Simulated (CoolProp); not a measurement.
n-perfluorohexane at 438.9 K and 3.21 MPa is throttled through a valve to 1.39 MPa with no heat exchange. Each further row changes one setting.

Computed with CoolProp (reference Helmholtz-energy equation of state, Gao 2022).

```
case                       temperature change (K)  final phase  final density (kg/m³)
-------------------------  ----------------------  -----------  ---------------------
as stated                                    -3.2       liquid                      …
outlet pressure 0.417 MPa                       …            …                      …
outlet pressure 1.81 MPa                        …       liquid                      …
```

Question: Fill in the missing entries.

Answer: 
- as stated, final density (kg/m³): 1030
- outlet pressure 0.417 MPa, temperature change (K): -55.3
- outlet pressure 0.417 MPa, final phase: gas
- outlet pressure 0.417 MPa, final density (kg/m³): 53.2
- outlet pressure 1.81 MPa, temperature change (K): -2.0
- outlet pressure 1.81 MPa, final density (kg/m³): 1080
